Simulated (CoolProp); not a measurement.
The fluid at 327.99 K and 3.88 MPa (stagnation) flows isentropically through a choked orifice. The same conditions are run with several fluids, on thermodynamics alone (safety and materials aside).

Model: reference Helmholtz-energy equation of state of each fluid (carbon dioxide: Span 1996; R13: Platzer 1990; methane: Setzmann 1991; ethane: Bücker 2006; oxygen: Schmidt 1985), in CoolProp. The equations of Platzer and Polt are older, rougher fits.

Question: Rank carbon dioxide, R13, methane, ethane, oxygen by throat to inlet pressure ratio, highest first.

Answer: R13 (0.605), ethane (0.584), carbon dioxide (0.550), methane (0.542), oxygen (0.525)

```tsv
fluid	mass flux (kg/(m² s))	throat temperature (K)
carbon dioxide	11200	283.9
R13	17600	300.4
methane	6460	282.7
ethane	9340	295.0
oxygen	9220	272.3
```

Above 300 K oxygen's equation is extrapolated.
